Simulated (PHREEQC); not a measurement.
A solution holds 0.09 mmol/kgw Ca(HCO3)2, at 25 °C. Closed to the air; pH follows from the charge balance.

All values are PHREEQC results (ion-association model, phreeqc.dat), not measurements.

The pH comes out as 8.14. The ionic strength comes out as 0.000270 mol/kgw. The total alkalinity comes out as 0.180 meq/kg.

```tsv
species	molality	activity	log γ
HCO3-	0.000176	0.000172	-0.008
Ca+2	8.96e-5	8.32e-5	-0.033
CO2	2.79e-6	2.79e-6	0.000
OH-	1.43e-6	1.41e-6	-0.008
CO3-2	1.21e-6	1.12e-6	-0.033
CaHCO3+	1.86e-7	1.83e-7	-0.008
CaCO3	1.57e-7	1.57e-7	0.000
H+	7.34e-9	7.20e-9	-0.008
```

This is a speciation only: nothing precipitates in the calculation.
